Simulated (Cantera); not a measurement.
Charge: 1 mol N2O, 0.042 mol SO2, 6.4 mol H2O, at 3323.15 K and 10.0 mbar.

Cantera equilibrium calculation (NASA polynomials, part measured and part estimated; ideal gas, pure solids and liquids). Candidate condensed phases: H2O, H2SO4, S; 35 gas species. The numbers say what is thermodynamically allowed, not how fast it happens.

Base state: H 0.568, O 0.323, N2 0.0477, H2 0.0215, OH 0.0207, O2 0.0110, NO 0.00382, H2O 0.00188 (mole fractions); condensed: gas only.

### Question
What changes in the equilibrium state with this change: temperature from 3323.15 K to 2373.15 K?

### Answer
```csv
species,before,after
H2O,0.00188,0.618
N2,0.0477,0.113
O2,0.0110,0.0751
H,0.568,0.0370
O,0.323,0.0206
H2,0.0215,0.0701
OH,0.0207,0.0579
N,0.000200,2.85e-7
SO2,2.26e-5,0.00440
S,0.00161,1.03e-5
SH,1.64e-5,1.57e-6
```

### Question
What changes in the equilibrium state with this change: H2O from 6.4 to 0.16 mol?

### Answer
```csv
species,before,after
O,0.323,0.431
N2,0.0477,0.391
H,0.568,0.120
H2,0.0215,0.000953
S,0.00161,0.0120
NO,0.00382,0.0146
OH,0.0207,0.00580
O2,0.0110,0.0196
H2O,0.00188,0.000111
SO2,2.26e-5,0.000301
SO,0.000436,0.00435
N,0.000200,0.000572
```
